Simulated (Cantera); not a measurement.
A closed system holds: 1 mol Hg, 0.31 mol O₂, 0.18 mol H₂, held at 13.3 mbar.

Method: chemical equilibrium by Gibbs-energy minimisation in Cantera with the NASA 1993 tables (ideal gas, pure condensed phases). Candidate condensed phases: H₂O, Hg, HgO; 10 gas species. Rates play no part. All values below are at 600 K.

Base state: Hg 0.714, O₂ 0.157, H₂O 0.129 (mole fractions); condensed: gas only.

### Question
What changes in the equilibrium state with this change: H₂ from 0.18 to 0.26 mol?

### Answer
| species | before | after |
|---|---|---|
| Hg | 0.714 | 0.694 |
| H₂O | 0.129 | 0.181 |
| O₂ | 0.157 | 0.125 |
